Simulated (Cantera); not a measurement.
# Ignition delay

Mixture: 11.2 % CH3OH, 17.8 % O2, 71.0 % N2, at 750 Torr, adiabatic and at constant pressure. Ignition delay is the time to a rise of 400 K.

Computed with Cantera and GRI-Mech 3.0 (53 species, 325 reactions). GRI-Mech 3.0 was tuned for natural gas; its chemistry of methanol as a main component is partial and can be far from experiment.

```csv
T0 (K),delay (ms)
1125,36.8
1200,9.82
1275,3.12
1350,1.16
1425,0.490
```

The apparent activation energy between 1275 and 1425 K comes out as 190 kJ/mol.
